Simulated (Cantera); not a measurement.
A Cantera script and what it prints.

```python
import numpy as np
import cantera as ct

gas_names = """
    H HO2 H2 H2O H2O2 O OH O2 O3 Ta TaO TaO2
""".split()
cond_names = """
    H2O(s) H2O(L) Ta(cr) Ta(L) Ta2O5(s) Ta2O5(L)
""".split()


def load(file, names, dense=False):
    # The tables refer to 1 bar. Condensed volumes are neglected.
    table = {s.name: s for s in ct.Species.list_from_file(file)}
    out = []
    for n in names:
        d = dict(table[n].input_data)
        d["thermo"] = dict(d["thermo"], **{"reference-pressure": 1e5})
        if dense:
            d["equation-of-state"] = {"model": "constant-volume", "density": "1e6 g/cm^3"}
        out.append(ct.Species.from_dict(d))
    return out


gas = ct.Solution(thermo="ideal-gas", species=load("nasa_gas.yaml", gas_names))
cond = {s.name: ct.Solution(thermo="fixed-stoichiometry", species=[s], name=s.name)
        for s in load("nasa_condensed.yaml", cond_names, dense=True)}
atoms = {
    'Ta2O5': {'Ta': 2, 'O': 5},
    'H2': {'H': 2},
}
top_T = {}  # K; cautious upper limits of use, not melting points


def equilibrate(T, P, feed):
    n = {}
    for name, mol in feed.items():
        for a, k in atoms[name].items():
            n[a] = n.get(a, 0.0) + k * mol
    gas.TPX = T, P, n
    mass = sum(n.values()) * gas.mean_molecular_weight
    gas.equilibrate("TP")
    valid = [c for c in cond.values() if c.min_temp <= T <= top_T.get(c.name, c.max_temp)]
    mix = ct.Mixture([(gas, mass / gas.mean_molecular_weight)] + [(c, 0.0) for c in valid])
    mix.T, mix.P = T, P
    mix.equilibrate("TP", solver="vcs", rtol=1e-11, max_steps=5000)
    return mix


results = []
feed = {'Ta2O5': 1, 'H2': 9.7}  # mol
T = 1850  # K
P = 7500  # Pa
mix = equilibrate(T, P, feed)
results.append((T, P, feed, dict(zip(mix.species_names, mix.species_moles))))
x = sorted(zip(gas.X, gas.species_names), reverse=True)
print(f"T = {T:g} K  P = {P:g} Pa  gas = {mix.phase_moles(0):.4g} mol")
print("   x: " + "  ".join(f"{s} {v:.3e}" for v, s in x if v > 1e-06))
print("   condensed (mol): " + ("  ".join(f"{mix.phase(i).name} {mix.phase_moles(i):.4g}"
      for i in range(1, mix.n_phases) if mix.phase_moles(i) > 1e-12) or "none"))
```

It prints:

```
T = 1850 K  P = 7500 Pa  gas = 9.71 mol
   x: H2 9.971e-01  H 1.964e-03  H2O 8.956e-04
   condensed (mol): Ta(cr) 0.003476  Ta2O5(s) 0.9983
```

Method: chemical equilibrium by Gibbs-energy minimisation in Cantera with the NASA 1993 tables (ideal gas, pure condensed phases). Mutual solubility and eutectic melting of coexisting phases are not modelled. Condensed phases not in the tables: N, O or C dissolved in the metal.
